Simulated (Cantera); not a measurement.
# Low-pressure radical oxidation in H2/O2

An isothermal, constant-pressure homogeneous reactor starts with 22.4 % H2, 17.2 % O2, 60.3 % N2, at 1023 K and 0.0263 atm.

Detailed kinetics in Cantera: the H2/O2 subset of GRI-Mech 3.0, which has no nitrogen chemistry. Radical loss at walls, strong at low pressure, is not modelled. The temperature is held fixed by assumption; the heat of reaction is taken as removed at once.

| t (s) | x H2 | x O2 | x H2O2 | x HO2 | x H | x H2O |
|---|---|---|---|---|---|---|
| 0.000900 | 0.224 | 0.172 | 3.67e-12 | 1.50e-9 | 1.45e-8 | 1.56e-8 |
| 0.00220 | 0.224 | 0.172 | 1.63e-10 | 1.11e-7 | 5.74e-6 | 6.69e-6 |
| 0.00538 | 0.0325 | 0.0945 | 1.45e-7 | 4.00e-6 | 0.0999 | 0.144 |
| 0.0131 | 0.0121 | 0.0763 | 2.18e-7 | 4.07e-6 | 0.0324 | 0.215 |
| 0.0321 | 0.00298 | 0.0691 | 3.77e-7 | 3.73e-6 | 0.00313 | 0.246 |
| 0.0785 | 0.000365 | 0.0680 | 3.79e-7 | 2.37e-6 | 0.000104 | 0.252 |
| 0.192 | 4.36e-5 | 0.0679 | 1.76e-7 | 6.84e-7 | 4.16e-6 | 0.252 |
| 0.469 | 6.77e-6 | 0.0680 | 6.51e-8 | 1.48e-7 | 2.92e-7 | 0.252 |
| 1.15 | 1.43e-6 | 0.0680 | 2.41e-8 | 3.73e-8 | 3.32e-8 | 0.252 |
| 2.80 | 3.88e-7 | 0.0680 | 9.32e-9 | 1.13e-8 | 5.28e-9 | 0.252 |
| 6.85 | 1.25e-7 | 0.0680 | 3.72e-9 | 3.92e-9 | 1.03e-9 | 0.252 |
| 16.7 | 4.42e-8 | 0.0680 | 1.51e-9 | 1.49e-9 | 2.27e-10 | 0.252 |
| 40.9 | 1.67e-8 | 0.0680 | 6.21e-10 | 6.36e-10 | 5.40e-11 | 0.252 |
| 100 | 6.56e-9 | 0.0680 | 2.58e-10 | 3.52e-10 | 1.35e-11 | 0.252 |
x: mole fraction; the columns are a selection and need not sum to one.

Equilibrium at this temperature and pressure: H2 1.02e-9, O2 0.0680, H2O2 4.04e-11, HO2 3.67e-10, H <1e-12, H2O 0.252 (gas phase only).
